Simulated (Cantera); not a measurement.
# Pyrogenic steam for wet oxidation

An isothermal, constant-pressure homogeneous reactor starts with 9.79 % H2, 19.2 % O2, 71.0 % N2, equivalence ratio 0.26, at 1025 K and 1.00 bar.

Model: the H2/O2 subset of GRI-Mech 3.0, which has no nitrogen chemistry, integrated in Cantera. The temperature is held fixed by assumption; the heat of reaction is taken as removed at once.

```json
[
 {"t (s)": "1.00e-5", "x H2": "0.0979", "x O2": "0.192", "x OH": "3.02e-11", "x H2O": "2.03e-10", "x O": "7.45e-11"},
 {"t (s)": "8.18e-5", "x H2": "0.0979", "x O2": "0.192", "x OH": "1.11e-8", "x H2O": "2.44e-7", "x O": "2.99e-8"},
 {"t (s)": "0.000669", "x H2": "0.0133", "x O2": "0.156", "x OH": "2.12e-5", "x H2O": "0.0888", "x O": "2.38e-5"},
 {"t (s)": "0.00547", "x H2": "0.00921", "x O2": "0.154", "x OH": "3.66e-6", "x H2O": "0.0931", "x O": "3.82e-6"},
 {"t (s)": "0.0447", "x H2": "0.00164", "x O2": "0.151", "x OH": "1.70e-6", "x H2O": "0.101", "x O": "1.06e-6"},
 {"t (s)": "0.366", "x H2": "6.69e-5", "x O2": "0.150", "x OH": "2.47e-7", "x H2O": "0.103", "x O": "1.81e-8"},
 {"t (s)": "2.99", "x H2": "2.04e-6", "x O2": "0.150", "x OH": "4.78e-8", "x H2O": "0.103", "x O": "1.53e-10"},
 {"t (s)": "24.5", "x H2": "4.87e-11", "x O2": "0.150", "x OH": "1.71e-7", "x H2O": "0.103", "x O": "1.25e-10"},
 {"t (s)": "200", "x H2": "4.83e-11", "x O2": "0.150", "x OH": "1.73e-7", "x H2O": "0.103", "x O": "1.29e-10"}
]
```
x: mole fraction; the columns are a selection and need not sum to one.

Equilibrium at this temperature and pressure: H2 4.83e-11, O2 0.150, OH 1.73e-7, H2O 0.103, O 1.29e-10 (gas phase only).
